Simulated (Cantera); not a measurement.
Input: 1 mol Al, 0.57 mol I2, 5.1 mol N2, equilibrated at 0.270 bar.

These are equilibrium values from Cantera (NASA tables, ideal gas, pure condensed phases), not measurements of a reactor. Candidate condensed phases: Al, AlI3, AlN, I2; 10 gas species. Equilibrium is a limit: real reactors are often held back by kinetics, nucleation or transport.

Question: At 1000 K, list the 4 most abundant gas species with their mole fractions, and the condensed phases.

Answer: N2 0.912, AlI3 0.0576, I2 0.0163, I 0.0136. Condensed: AlN(s).
